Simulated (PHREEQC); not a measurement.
# Spent oxide etchant: speciation

Make-up at 77 °C and 500 atm: 0.018 mol HF, 0.056 mol H2SiF6 and 0.0026 mol H3BO3 per kg of water. Closed to the air; pH follows from the charge balance.

Model: ion-association model, phreeqc.dat, run in PHREEQC.

This is a speciation only: nothing precipitates in the calculation.

### Question
Predict the pH, density, ionic strength.

### Answer
pH 1.08; density 1.001 g/cm³; ionic strength 0.156 mol/kgw.

### Question
In which forms is Si present?

### Answer
SiF6-2 91 %, H4SiO4 8.6 % of the Si.

The solution is supersaturated, for example in Quartz (slow to form), Chalcedony (slow to form), so a real one may precipitate; this is no full list. Under pressure, the constants of complexes without a molar volume in the database are unreliable. At this temperature some constants are extrapolated from 25 °C, and those without enthalpy data are left unchanged. SiF6-2 is the database's only silicon fluoride. Real BF4- forms and hydrolyses slowly; the run takes it at equilibrium.
